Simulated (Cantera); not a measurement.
What does this Cantera script print?

```python
import numpy as np
import cantera as ct

gas_names = """
    CF4
""".split()
cond_names = """
    C(gr) CuF2(s) CuF2(L) Cu(cr) Cu(L)
""".split()


# ... load() reads the species with a 1 bar reference pressure and builds the phases ...
species = {s.name: s for s in load("nasa_gas.yaml", gas_names) + load("nasa_condensed.yaml", cond_names)}
# Each term lists the table entries of one substance; the one whose range holds T is used.
reactions = {
    'C + 2 CuF2 = 2 Cu + CF4(g)':
        [(-1, ['C(gr)']), (-2, ['CuF2(s)', 'CuF2(L)']), (2, ['Cu(cr)', 'Cu(L)']), (1, ['CF4'])],
}


def pick(names, T):
    return next(species[n] for n in names if species[n].thermo.min_temp <= T <= species[n].thermo.max_temp)


results = []
for label, terms in reactions.items():
    print(label)
    print("     T/K   dH/kJ  dS/(J/K)   dG/kJ   log10 K")
    for T in [598, 698, 798, 898, 998]:
        used = [(nu, pick(names, T)) for nu, names in terms]
        dH = sum(nu * s.thermo.h(T) for nu, s in used) / 1e6
        dS = sum(nu * s.thermo.s(T) for nu, s in used) / 1e3
        dG = dH - T * dS / 1e3
        logK = -dG * 1e6 / (ct.gas_constant * T * np.log(10))
        results.append((label, T, dH, dS, dG, logK, [s.name for _, s in used]))
        print(f"{T:8g} {dH:8.1f} {dS:8.1f} {dG:8.1f} {logK:8.2f}")
```

Output:

```
C + 2 CuF2 = 2 Cu + CF4(g)
     T/K   dH/kJ  dS/(J/K)   dG/kJ   log10 K
     598    134.1    143.0     48.6    -4.25
     698    129.9    136.5     34.7    -2.59
     798    125.5    130.6     21.3    -1.39
     898    121.0    125.3      8.5    -0.50
     998    116.4    120.4     -3.8     0.20
```

Cantera with NASA thermochemical tables; ideal gases at 1 bar, condensed phases pure. Condensed species are held in their standard states even where they would react or evaporate.
